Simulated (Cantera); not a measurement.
**SiH4 + H2O + N2 (silicon oxide and oxynitride deposition)**

A closed system holds: 1 mol SiH4, 6.4 mol H2O, 15 mol N2, held at 1775 K and 0.00133 bar.

Equilibrium computed with Cantera from the NASA thermochemical tables; the gas is ideal and each condensed phase is pure. Candidate condensed phases: H2O, Si, SiO2, Si2N2O, Si3N4; 35 gas species. The tables hold silica as quartz up to 1696 K and as liquid above; real silica turns to tridymite and cristobalite and melts near 1996 K. The numbers say what is thermodynamically allowed, not how fast it happens.

```yaml
x(N2): 0.639
x(H2O): 0.188
x(H2): 0.168
x(H): 0.00325
x(SiO): 0.000896
x(OH): 0.000227
x(NO): 9.77e-6
x(O): 3.42e-6
x(SiO2): 2.37e-6
n(SiO2(condensed)): 0.979 mol
gas_amount: 23.46 mol
log10 activity of Si(l) (absent): -8.84
```
